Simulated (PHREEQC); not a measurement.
A column of 0.2 m (40 cells, dispersivity 0.01 m, 720 s a shift, diffusion coefficient 3e-10 m²/s) holds 0.001 eq of the database's cation exchanger X per kg of pore water, first in equilibrium with 0.097 mol/kgw KCl, 0.047 mol/kgw MgSO4 and 1e-05 mol/kgw HCl. It is flushed with 0.0016 mol CdCl2 and 1e-05 mol HCl per kg of water, at 15 °C. Values are for the last cell. The system is closed to CO2. Nothing may precipitate in this run.

The numbers come from PHREEQC with the ion-association model, phreeqc.dat.

Q: Predict Cd in solution (mol/kgw), S in solution (mol/kgw) at pore volumes = 0.6125, 1.113, 1.613, 2.212, 2.312.

A: 
```tsv
pore volumes	Cd in solution (mol/kgw)	S in solution (mol/kgw)
0.6125	0.000115	0.0435
1.113	0.000930	0.0145
1.613	0.00106	0.00209
2.212	0.00138	0.000134
2.312	0.00143	8.28e-5
```

Complexes and solids missing from the database can't appear.
